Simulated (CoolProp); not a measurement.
Properties of R404A at several states (Tc = 345.3 K, pc = 3.735 MPa, ω = 0.293).

Model: reference Helmholtz-energy equation of state, Lemmon 2003, in CoolProp. It is a pseudo-pure fit of the blend.

| T (K) | p (MPa) | phase | speed of sound (m/s) | isothermal compressibility (1/MPa) |
|---|---|---|---|---|
| 467.4 | 0.0228 | gas | 207.4 | 43.89 |
| 370.4 | 0.085 | gas | 184.9 | 11.84 |
| 434.1 | 3.4 | gas | 178.1 | 0.3460 |
| 371.4 | 0.0702 | gas | 185.3 | 14.32 |
| 482.9 | 0.0345 | gas | 210.6 | 29.01 |
| 263.9 | 5.41 | liquid | 591.0 | 0.003590 |
